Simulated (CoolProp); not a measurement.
A closed Brayton cycle with carbon dioxide: compressor inlet 314.15 K and 9.6 MPa, high pressure 17.6 MPa, turbine inlet 730 K, compressor efficiency 0.89, turbine efficiency 0.85, recuperator effectiveness 0.9 (on enthalpy, no pinch check). Each further row changes one setting.

The numbers come from the reference Helmholtz-energy equation of state, Span 1996 in CoolProp.

| case | thermal efficiency (%) | net work (kJ/kg) | compressor to turbine work | compressor exit (K) | turbine exit (K) |
|---|---|---|---|---|---|
| as stated | 25.4 | 52.9 | 0.22 | 336.9 | 664.8 |
| turbine inlet 680 K | ? | ? | 0.24 | 336.9 | 617.1 |
| compressor inlet 324.15 K | 25.5 | ? | 0.34 | 365.9 | 664.8 |
| high pressure 15 MPa | ? | 40.4 | ? | ? | 681.8 |
| recuperator effectiveness 0.5 | 14.2 | 52.9 | 0.22 | 336.9 | 664.8 |

Fill in the missing entries.


- turbine inlet 680 K, thermal efficiency (%): 24.1
- turbine inlet 680 K, net work (kJ/kg): 47.5
- compressor inlet 324.15 K, net work (kJ/kg): 44.7
- high pressure 15 MPa, thermal efficiency (%): 22.1
- high pressure 15 MPa, compressor to turbine work: 0.20
- high pressure 15 MPa, compressor exit (K): 330.7
